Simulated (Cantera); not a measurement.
A freely propagating, adiabatic, planar premixed flame of C2H6 : O2 : N2 : H2O = 1 : 3.57 : 13.4 : 1.8 (molar parts), equivalence ratio 0.98, unburnt at 698 K and 0.987 atm; mixture-averaged transport, grid criteria slope 0.08 and curve 0.16, no radiation.

Computed with Cantera and GRI-Mech 3.0 (53 species, 325 reactions). Burning velocities carry a grid error of a few per cent, more on coarse grids.

Problem. Predict: laminar burning velocity; thermal thickness; peak x(H2); peak x(H2O2); peak x(HO2).

Solution. 
```
Quantity                     Value
------------------------  --------
laminar burning velocity  153 cm/s
thermal thickness         0.328 mm
peak x(H2)                  0.0237
peak x(H2O2)               7.49e-5
peak x(HO2)               0.000371
```
